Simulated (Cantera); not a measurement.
Mixture: CH4 : C2H6 : C3H8 : O2 : N2 = 1 : 0.16 : 0.071 : 6.48 : 24.4 (molar parts), equivalence ratio 0.45, at 4580 Torr, adiabatic and at constant volume. Ignition delay is the time to a rise of 400 K.

Cantera simulation using GRI-Mech 3.0 (53 species, 325 reactions); the numbers are that mechanism's predictions, not measurements.

**Question.** Predict: delay at 1175 K; delay at 1275 K; delay at 1375 K; delay at 1475 K; apparent activation energy between 1425 and 1525 K.

**Answer.** 
```
Item                                                    Result
--------------------------------------------------  ----------
delay at 1175 K                                        1.41 ms
delay at 1275 K                                       0.357 ms
delay at 1375 K                                       0.116 ms
delay at 1475 K                                        45.1 µs
apparent activation energy between 1425 and 1525 K  160 kJ/mol
```
